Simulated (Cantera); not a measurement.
Input: 1 mol SiCl₄, 2.8 mol H₂, at 1775 K and 1.33 mbar.

Cantera equilibrium calculation (NASA polynomials, part measured and part estimated; ideal gas, pure solids and liquids). Candidate condensed phases: Si; 19 gas species. The tables' values for SiCl₃, SiCl are old estimates; treat these amounts as uncertain. The numbers say what is thermodynamically allowed, not how fast it happens.

Base state: HCl 0.409, H₂ 0.374, SiCl₂ 0.204, H 0.00485, Cl 0.00407, SiCl₃ 0.00281, SiCl 0.000575, Si 0.000234 (mole fractions); condensed: gas only.

**Question.** What changes in the equilibrium state with this change: temperature from 1775 K to 2373.15 K?

**Answer.** 
| species | before | after |
|---|---|---|
| HCl | 0.409 | 0.302 |
| H₂ | 0.374 | 0.191 |
| Cl | 0.00407 | 0.189 |
| H | 0.00485 | 0.167 |
| Si | 0.000234 | 0.0857 |
| SiCl | 0.000575 | 0.0141 |
| SiCl₂ | 0.204 | 0.0512 |
| Si₂ | 1.86e-7 | 0.000123 |
| SiCl₄ | 6.55e-5 | 1.36e-7 |
| SiHCl₃ | 1.41e-5 | 6.27e-8 |
| SiH | 6.42e-6 | 0.000442 |
The tables' values for SiCl, SiCl₃ are old estimates; treat these amounts as uncertain.

**Question.** What changes in the equilibrium state with this change: H₂ from 2.8 to 520 mol?

**Answer.** 
| species | before | after |
|---|---|---|
| H₂ | 0.374 | 0.983 |
| H | 0.00485 | 0.00786 |
| HCl | 0.409 | 0.00721 |
| SiCl₂ | 0.204 | 0.000163 |
| Si | 0.000234 | 0.00158 |
| SiCl₃ | 0.00281 | 2.44e-8 |
| SiCl₄ | 6.55e-5 | <1e-9 |
| SiHCl₃ | 1.41e-5 | <1e-9 |
| Cl | 0.00407 | 4.43e-5 |
The tables' values for SiCl are old estimates; treat these amounts as uncertain. Gases not in the tables: Si₂H₆ and higher silanes.
